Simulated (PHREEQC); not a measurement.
A solution holds 19 mmol/kgw HF, 55 mmol/kgw H2SiF6, 24 mmol/kgw HBF4 and 0.47 mmol/kgw H2SO4, at 65 °C. Closed to the air; pH follows from the charge balance.

Computed with PHREEQC (ion-association model, phreeqc.dat).

Precipitation was switched off in this run.

Task: Order these B species by the share of B that they hold, largest first: H3BO3, BF3OH-, BF4-, BF2(OH)2-.

Result: BF4- (94 %), H3BO3 (3.9 %), BF3OH- (2.2 %), BF2(OH)2- (0.36 %)

The pH is 0.99 and the ionic strength 0.184 mol/kgw. Saturation is exceeded, for instance for Quartz (slow to form), Chalcedony (slow to form); the values hold only as long as no solid forms. Complexes and solids missing from the database can't appear. Away from 25 °C the constants follow the database's enthalpies or fits; those with neither stay at their 25 °C values. SiF6-2 is the database's only silicon fluoride. Real BF4- forms and hydrolyses slowly; the run takes it at equilibrium.
